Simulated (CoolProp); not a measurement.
Values from CoolProp's reference Helmholtz-energy equation of state, Pan 2012.

Give the vapour pressure (MPa), liquid density (kg/m³), vapour density (kg/m³), surface tension (mN/m) of saturated R236FA at -37.55 °C.


```json
[
 {"T (°C)": "-37.55", "p (MPa)": "0.0170", "liquid density (kg/m³)": "1550", "vapour density (kg/m³)": "1.33", "surface tension (mN/m)": "17.6"}
]
```

Surface tension comes from a separate correlation (Mulero 2012).
